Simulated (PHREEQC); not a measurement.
0.85 g of hydrous ferric oxide (600 m²/g; 0.2 weak and 0.005 strong sites per Fe, Dzombak-Morel constants, diffuse double layer) in 1 kg of water with 0.01 mol/kgw of an inert sodium salt and 5.8e-06 mol Na2HAsO4, 1.8e-05 mol Na2SeO4 and 0.0043 mol CaCl2, at 25 °C; the pH is set by adding NaOH or the inert anion's acid. Oxygen is held at 0.21 atm. No CO2 enters from the air. No solid was allowed to form.

Base run: PHREEQC, ion-association model, wateq4f.dat. Each further column changes one thing. The table gives Se sorbed (%).

```
pH     base  no electrostatic term (-no_edl)  background salt from 0.01 to 0.001 mol/kgw  oxide from 0.85 to 4.2 g/kgw
----  -----  -------------------------------  ------------------------------------------  ----------------------------
3     100.0                              0.3                                       100.0                         100.0
4.12  100.0                              0.3                                       100.0                         100.0
4.88   99.8                              0.3                                        99.9                         100.0
6      94.4                              0.3                                        96.0                          98.9
7.12   27.7                              0.4                                        32.0                          66.9
7.88    3.0                              0.5                                         3.6                          13.3
9       0.4                              0.1                                         0.5                           1.0
```

The database has no arsenate complexes of Ca. The oxide is taken as insoluble; below pH 4 it would dissolve.
